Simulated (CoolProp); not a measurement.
A single-stage vapour-compression cycle with R21: evaporating at 299.15 K (dew point), condensing at 348.15 K (bubble point), superheat 5 K, subcooling 2 K, compressor efficiency 0.75, no pressure losses. Each further row changes one setting.

Model: reference Helmholtz-energy equation of state, Platzer 1990, in CoolProp. This equation is an older, rougher fit; its heat capacities, sound speeds and derivatives of the liquid may be far off and weren't checked against measurements.

```json
[
 {"case": "as stated", "cooling COP": "___", "pressure ratio": "4.04", "discharge temperature (K)": "386.2", "refrigerating effect (kJ/kg)": "182", "volumetric capacity (kJ/m³)": "1470"},
 {"case": "evaporating temperature 304.15 K", "cooling COP": "4.48", "pressure ratio": "___", "discharge temperature (K)": "381.9", "refrigerating effect (kJ/kg)": "___", "volumetric capacity (kJ/m³)": "___"},
 {"case": "condensing temperature 343.15 K", "cooling COP": "___", "pressure ratio": "3.57", "discharge temperature (K)": "378.6", "refrigerating effect (kJ/kg)": "187", "volumetric capacity (kJ/m³)": "___"},
 {"case": "subcooling 7 K", "cooling COP": "4.01", "pressure ratio": "4.04", "discharge temperature (K)": "386.2", "refrigerating effect (kJ/kg)": "187", "volumetric capacity (kJ/m³)": "___"},
 {"case": "superheat 15 K", "cooling COP": "3.88", "pressure ratio": "4.04", "discharge temperature (K)": "397.3", "refrigerating effect (kJ/kg)": "___", "volumetric capacity (kJ/m³)": "1460"},
 {"case": "compressor efficiency 0.65", "cooling COP": "3.37", "pressure ratio": "4.04", "discharge temperature (K)": "395.8", "refrigerating effect (kJ/kg)": "182", "volumetric capacity (kJ/m³)": "1470"}
]
```

Q: Fill in the missing entries.

A: 
- as stated, cooling COP: 3.89
- evaporating temperature 304.15 K, pressure ratio: 3.42
- evaporating temperature 304.15 K, refrigerating effect (kJ/kg): 184
- evaporating temperature 304.15 K, volumetric capacity (kJ/m³): 1740
- condensing temperature 343.15 K, cooling COP: 4.42
- condensing temperature 343.15 K, volumetric capacity (kJ/m³): 1520
- subcooling 7 K, volumetric capacity (kJ/m³): 1510
- superheat 15 K, refrigerating effect (kJ/kg): 188
